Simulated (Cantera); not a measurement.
Charge: 1 mol SiH2Cl2, 19 mol NH3, 8.9 mol N2, equilibrated at 1798 K and 10.0 Torr.

Method: chemical equilibrium by Gibbs-energy minimisation in Cantera with the NASA 1993 tables (ideal gas, pure condensed phases). Candidate condensed phases: NH4Cl, Si, Si3N4; 28 gas species. The tables' values for SiCl, SiCl3 are old estimates; treat these amounts as uncertain. Gases not in the tables: Si2H6 and higher silanes. The numbers say what is thermodynamically allowed, not how fast it happens.

Base state: H2 0.586, N2 0.376, HCl 0.0307, SiCl2 0.00498, H 0.00233, Si 0.000231, SiCl 9.37e-5, Cl 9.35e-5 (mole fractions); condensed: Si(l).

Problem. What changes in the equilibrium state with this change: temperature from 1798 K to 750 K?

Solution. 
```
species          before   after
-------------  --------  ------
H2                0.586   0.591
N2                0.376   0.368
HCl              0.0307  0.0414
SiCl2           0.00498   <1e-9
H               0.00233   <1e-9
Si             0.000231   <1e-9
SiCl            9.37e-5   <1e-9
Cl              9.35e-5   <1e-9
Si(l), mol        0.736       0
Si3N4(s), mol         0   0.333
```
